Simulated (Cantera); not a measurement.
A perfectly stirred reactor is fed with 31.5 % H₂, 65.5 % O₂, 3.01 % H₂O, at 2.40 Torr; it is held at 1448 K, and followed from long to short residence time.

Detailed kinetics in Cantera: GRI-Mech 3.0 (53 species, 325 reactions). Radical loss at walls, strong at low pressure, is not modelled. The temperature is held fixed by assumption; the heat of reaction is taken as removed at once.

Predict: x(H₂) at τ = 9.00 s; x(O₂) at τ = 9.00 s; x(O) at τ = 9.00 s; x(H) at τ = 9.00 s; x(OH) at τ = 9.00 s; x(H₂) at τ = 0.210 s; x(O₂) at τ = 0.210 s; x(O) at τ = 0.210 s; x(H) at τ = 0.210 s; x(OH) at τ = 0.210 s.


| Property | Result |
|---|---|
| x(H₂) at τ = 9.00 s | 0.00248 |
| x(O₂) at τ = 9.00 s | 0.581 |
| x(O) at τ = 9.00 s | 0.00758 |
| x(H) at τ = 9.00 s | 0.00233 |
| x(OH) at τ = 9.00 s | 0.00898 |
| x(H₂) at τ = 0.210 s | 0.0187 |
| x(O₂) at τ = 0.210 s | 0.523 |
| x(O) at τ = 0.210 s | 0.0648 |
| x(H) at τ = 0.210 s | 0.0576 |
| x(OH) at τ = 0.210 s | 0.0234 |
